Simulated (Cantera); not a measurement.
Input (Python, Cantera):

```python
import numpy as np
import cantera as ct

gas = ct.Solution("gri30.yaml")
gas.TPX = 1300, 360, {'H2': 0.013, 'O2': 1, 'N2': 1.5}
reactor = ct.IdealGasConstPressureReactor(gas, energy="off", clone=False)
net = ct.ReactorNet([reactor])
net.rtol, net.atol = 1e-08, 1e-18
show = ['H2', 'O2', 'H2O2', 'H2O', 'NO', 'HO2']
times = np.geomspace(0.0001, 100, 13)

steps = ct.SolutionArray(gas, extra=["t"])
rows = []
print(f"{'t/s':>10s}{'T/K':>9s}{'P/Pa':>11s}" + "".join(f"{s:>11s}" for s in show))
for t in times:
    while net.time < t:
        t_next = net.step()
        steps.append(gas.state, t=t_next)
    rows.append([np.interp(t, steps.t, y) for y in (steps.T, steps.P, *steps(*show).X.T)])
    print(f"{t:10.3e}{rows[-1][0]:9.1f}{rows[-1][1]:11.4g}" + "".join(f"{x:11.3e}" for x in rows[-1][2:]))
rate = np.gradient(steps.T, steps.t)
print("integrator steps:", len(steps.t))
if steps.T.max() > steps.T[0] + 200:
    print(f"time of steepest temperature rise: {steps.t[rate.argmax()]:.4e} s")
gas.TPX = 1300, 360, {'H2': 0.013, 'O2': 1, 'N2': 1.5}
gas.equilibrate("TP")
print(f"equilibrium (TP): T = {gas.T:.1f} K  " + "  ".join(f"{s} {gas[s].X[0]:.3e}" for s in show))
```

Result:

```
       t/s      T/K       P/Pa         H2         O2       H2O2        H2O         NO        HO2
 1.000e-04   1300.0        360  5.173e-03  3.979e-01  3.728e-15  8.637e-13  9.513e-22  2.922e-10
 3.162e-04   1300.0        360  5.173e-03  3.979e-01  3.692e-14  2.218e-11  3.046e-20  9.240e-10
 1.000e-03   1300.0        360  5.173e-03  3.979e-01  3.627e-13  4.451e-10  7.445e-19  2.921e-09
 3.162e-03   1300.0        360  5.173e-03  3.979e-01  3.432e-12  7.437e-09  1.441e-17  9.230e-09
 1.000e-02   1300.0        360  5.173e-03  3.979e-01  2.911e-11  2.286e-07  5.003e-16  2.915e-08
 3.162e-02   1300.0        360  4.679e-03  3.975e-01  5.669e-10  3.584e-04  1.052e-12  1.124e-07
 1.000e-01   1300.0        360  2.703e-05  3.931e-01  1.952e-09  4.761e-03  1.058e-09  8.565e-08
 3.162e-01   1300.0        360  2.598e-05  3.931e-01  1.931e-09  4.772e-03  5.041e-09  8.438e-08
 1.000e+00   1300.0        360  2.381e-05  3.934e-01  1.895e-09  4.801e-03  1.753e-08  8.103e-08
 3.162e+00   1300.0        360  1.842e-05  3.941e-01  1.778e-09  4.871e-03  4.720e-08  7.169e-08
 1.000e+01   1300.0        360  9.512e-06  3.952e-01  1.434e-09  4.988e-03  9.371e-08  5.120e-08
 3.162e+01   1300.0        360  2.621e-06  3.960e-01  7.806e-10  5.095e-03  1.377e-07  2.435e-08
 1.000e+02   1300.0        360  4.459e-07  3.963e-01  2.380e-10  5.151e-03  1.652e-07  7.556e-09
integrator steps: 1070
equilibrium (TP): T = 1300.0 K  H2 1.199e-08  O2 3.961e-01  H2O2 1.073e-11  H2O 5.181e-03  NO 4.762e-04  HO2 3.361e-09
```

Computed with Cantera and GRI-Mech 3.0 (53 species, 325 reactions). Radical loss at walls, strong at low pressure, is not modelled.
